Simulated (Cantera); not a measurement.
A closed system holds: 1 mol Fe, 0.23 mol H2O, 0.088 mol H2, held at 1625 K and 29.0 mbar.

Equilibrium computed with Cantera from the NASA thermochemical tables; the gas is ideal and each condensed phase is pure. Candidate condensed phases: Fe, FeO, Fe(OH)2, Fe(OH)3, Fe2O3, Fe3O4, H2O; 12 gas species. Mutual solubility and eutectic melting of coexisting phases are not modelled. The tables' stoichiometric FeO is somewhat more stable than real wüstite, so its field is too wide. FeO: taken at fixed stoichiometry. Kinetics and transport are ignored.

Base state: H2 0.681, H2O 0.318, H 0.000342, Fe 5.98e-5, Fe(OH)2 1.49e-5 (mole fractions); condensed: Fe(γ) + FeO(s).

### Question
What changes in the equilibrium state with this change: Fe replaced by Fe3O4?

### Answer
```
species          before     after
-------------  --------  --------
H2O               0.318     0.984
H2                0.681    0.0154
OH              6.73e-6  0.000138
H              0.000342   5.15e-5
Fe(OH)2         1.49e-5   4.60e-5
O2                <1e-9   1.10e-5
Fe              5.98e-5   4.38e-7
Fe(γ), mol        0.871         0
FeO(s), mol       0.129     0.249
Fe3O4(s), mol         0     0.917
```
